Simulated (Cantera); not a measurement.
Thermodynamics of hydrogen reduction and annealing atmospheres, feed Cu₂O + H₂ + H₂O

Feed: 1 mol Cu₂O, 310 mol H₂, 0.33 mol H₂O.

Cantera equilibrium calculation (NASA polynomials, part measured and part estimated; ideal gas, pure solids and liquids). Candidate condensed phases: Cu, CuO, Cu(OH)₂, Cu₂O, H₂O; 12 gas species. Kinetics and transport are ignored.

**Question.** Map the stable condensed phases over T = 875, 925, 975, 1025, 1075, 1125, 1175, 1225, 1275, 1325, 1375, 1425, 1475, 1525 °C and P in Pa = 10, 52, 270, 1400, 7200, 37000, 190000, 1000000.

**Answer.** 
```
T in °C \ P in Pa
              10      52     270    1400    7200   37000  190000 1000000
   1525        A       A       A       A       A       B       B       B
   1475        A       A       A       A       B       B       B       B
   1425        A       A       A       A       B       B       B       B
   1375        A       A       A       B       B       B       B       B
   1325        A       A       A       B       B       B       B       B
   1275        A       A       A       B       B       B       B       B
   1225        A       A       B       B       B       B       B       B
   1175        A       B       B       B       B       B       B       B
   1125        A       B       B       B       B       B       B       B
   1075        B       B       B       B       B       B       B       B
   1025        B       B       B       B       B       B       B       B
    975        B       B       B       B       B       B       B       B
    925        B       B       B       B       B       B       B       B
    875        B       B       B       B       B       B       B       B
```
A: gas only; B: Cu.
